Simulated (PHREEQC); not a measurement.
Dissolve 0.0058 mol/kgw NaH2PO4 and 0.00046 mol/kgw Na2HPO4 at 25 °C. Closed to the air; pH follows from the charge balance.

Model: ion-association model, phreeqc.dat, run in PHREEQC.

```tsv
quantity	before	after
pH	5.99	5.80
ionic strength (mol/kgw)	0.00717	0.0101
HPO4-2 (mol/kgw)	0.000458	0.000458
H3PO4 (mol/kgw)	7.99e-7	1.85e-6
```

Name the change that produced these shifts.
(A) Na2HPO4 from 0.00046 to 0.00023 mol/kgw
(B) Na2HPO4 from 0.00046 to 0.0046 mol/kgw
(C) diluted 5-fold with water
(D) NaH2PO4 from 0.0058 to 0.0087 mol/kgw
(E) Na2HPO4 from 0.00046 to 0.000414 mol/kgw

D, NaH2PO4 from 0.0058 to 0.0087 mol/kgw

Precipitation was switched off in this run.
